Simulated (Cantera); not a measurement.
Feed: 1 mol TEOS, a varied amount of H₂O, at 1248.15 K and 5100 Pa.

Cantera equilibrium calculation (NASA polynomials, part measured and part estimated; ideal gas, pure solids and liquids). Candidate condensed phases: C, C₆H₆, C₇H₈, C₈H₁₈, H₂O, Si, SiC, SiO₂; 123 gas species. The feed counts by its element totals alone. The tables hold silica as quartz up to 1696 K and as liquid above; real silica turns to tridymite and cristobalite and melts near 1996 K. Equilibrium is a limit: real reactors are often held back by kinetics, nucleation or transport.

Which condensed phases are stable at each of these points (n(H₂O) (mol)): 2.8, 3.2, 3.7, 4.3, 5, 5.8, 6.7, 7.8, 9.1, 10, 12?


```json
[
 {"n(H₂O) (mol)": "2.8", "condensed phases": "C(graphite) + SiO₂(β-quartz)", "Si condensed (%)": "100.0"},
 {"n(H₂O) (mol)": "3.2", "condensed phases": "C(graphite) + SiO₂(β-quartz)", "Si condensed (%)": "100.0"},
 {"n(H₂O) (mol)": "3.7", "condensed phases": "C(graphite) + SiO₂(β-quartz)", "Si condensed (%)": "100.0"},
 {"n(H₂O) (mol)": "4.3", "condensed phases": "C(graphite) + SiO₂(β-quartz)", "Si condensed (%)": "100.0"},
 {"n(H₂O) (mol)": "5", "condensed phases": "C(graphite) + SiO₂(β-quartz)", "Si condensed (%)": "100.0"},
 {"n(H₂O) (mol)": "5.8", "condensed phases": "C(graphite) + SiO₂(β-quartz)", "Si condensed (%)": "100.0"},
 {"n(H₂O) (mol)": "6.7", "condensed phases": "SiO₂(β-quartz)", "Si condensed (%)": "100.0"},
 {"n(H₂O) (mol)": "7.8", "condensed phases": "SiO₂(β-quartz)", "Si condensed (%)": "100.0"},
 {"n(H₂O) (mol)": "9.1", "condensed phases": "SiO₂(β-quartz)", "Si condensed (%)": "100.0"},
 {"n(H₂O) (mol)": "10", "condensed phases": "SiO₂(β-quartz)", "Si condensed (%)": "100.0"},
 {"n(H₂O) (mol)": "12", "condensed phases": "SiO₂(β-quartz)", "Si condensed (%)": "100.0"}
]
```

From 2.8 mol H₂O to 5.8 mol H₂O the condensed part is C(graphite) + SiO₂(β-quartz). From 6.7 mol H₂O to 12 mol H₂O the condensed part is SiO₂(β-quartz).
